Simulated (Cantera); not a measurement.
## Stirred combustor or abatement burner

A perfectly stirred reactor is fed with 7.85 % CH4, 12.1 % O2, 80.1 % N2, equivalence ratio 1.3, at 0.572 atm; it is adiabatic with a 675 K inlet, and is followed from long to short residence time, starting on the burning branch (τ in s: 0.12, 0.038, 0.013, 0.0043, 0.0014, 0.00047, 0.00016, 5.3e-05, 1.8e-05, 5.9e-06).

Detailed kinetics in Cantera: GRI-Mech 3.0 (53 species, 325 reactions).

| τ (s) | T (K) | x CH4 | x O2 | x C2H | x NO | x HO2 | x CH2 |
|---|---|---|---|---|---|---|---|
| 0.12 | 1839 | 6.75e-5 | 0.000153 | 2.11e-9 | 0.000109 | 2.99e-8 | 8.34e-7 |
| 0.038 | 1832 | 9.18e-5 | 0.000319 | 4.79e-9 | 0.000118 | 6.95e-8 | 1.73e-6 |
| 0.013 | 1822 | 0.000156 | 0.000672 | 1.24e-8 | 0.000119 | 1.59e-7 | 3.46e-6 |
| 0.0043 | 1805 | 0.000322 | 0.00155 | 3.40e-8 | 0.000107 | 4.19e-7 | 7.11e-6 |
| 0.0014 | 1769 | 0.000822 | 0.00412 | 7.84e-8 | 7.02e-5 | 1.49e-6 | 1.43e-5 |
| 0.00047 | 675 | 0.0785 | 0.121 | <1e-12 | <1e-12 | <1e-12 | <1e-12 |
| 0.00016 | 675 | 0.0785 | 0.121 | <1e-12 | <1e-12 | <1e-12 | <1e-12 |
| 5.3e-5 | 675 | 0.0785 | 0.121 | <1e-12 | <1e-12 | <1e-12 | <1e-12 |
| 1.8e-5 | 675 | 0.0785 | 0.121 | <1e-12 | <1e-12 | <1e-12 | <1e-12 |
| 5.9e-6 | 675 | 0.0785 | 0.121 | <1e-12 | <1e-12 | <1e-12 | <1e-12 |
x: mole fraction; the columns are a selection and need not sum to one.
